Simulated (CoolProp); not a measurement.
R1234yf at several states: density (kg/m³) from the reference equation and from simpler models built on Tc = 94.7 °C, pc = 33.84 bar, ω = 0.276; each cubic takes its own stable root.

Computed with CoolProp (reference Helmholtz-energy equation of state, Lemmon 2022).

```tsv
T (°C)	p (bar)	phase	reference	Soave-Redlich-Kwong	Peng-Robinson
120.35	0.15	gas	0.5235	0.5235	0.5236
-129.15	19.7	liquid	(withheld)	1323	1482
100.85	7.59	gas	30.20	(withheld)	30.39
131.05	0.124	gas	0.4212	0.4212	0.4212
78.25	11.3	gas	52.17	(withheld)	52.54
-15.45	75.7	liquid	1248	1125	1268
```

Problem. Some entries are withheld; supply them.

Solution. 
- -129.15, reference: 1522
- 100.85, Soave-Redlich-Kwong: 30.12
- 78.25, Soave-Redlich-Kwong: 51.75
